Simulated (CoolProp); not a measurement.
A single-stage vapour-compression cycle with R22: evaporating at 212.15 K (dew point), condensing at 279.15 K (bubble point), superheat 8 K, subcooling 2 K, compressor efficiency 0.75, no pressure losses. Each further row changes one setting.

Values from CoolProp's reference Helmholtz-energy equation of state, Kamei 1995.

| case | cooling COP | pressure ratio | discharge temperature (K) | refrigerating effect (kJ/kg) | volumetric capacity (kJ/m³) |
|---|---|---|---|---|---|
| as stated | 1.80 | 17.0 | 377.9 | 178 | 302 |
| evaporating temperature 217.15 K | 2.04 | 12.8 | 367.7 | ? | 398 |
| condensing temperature 274.15 K | ? | ? | ? | 184 | 312 |
| subcooling 7 K | ? | 17.0 | 377.9 | 184 | 312 |
| superheat 18 K | ? | 17.0 | 390.9 | 184 | 298 |
| compressor efficiency 0.65 | 1.56 | 17.0 | ? | 178 | 302 |

Q: Complete the blanks.

A: 
- evaporating temperature 217.15 K, refrigerating effect (kJ/kg): 180
- condensing temperature 274.15 K, cooling COP: 2.00
- condensing temperature 274.15 K, pressure ratio: 14.5
- condensing temperature 274.15 K, discharge temperature (K): 368.3
- subcooling 7 K, cooling COP: 1.86
- superheat 18 K, cooling COP: 1.78
- compressor efficiency 0.65, discharge temperature (K): 397.4
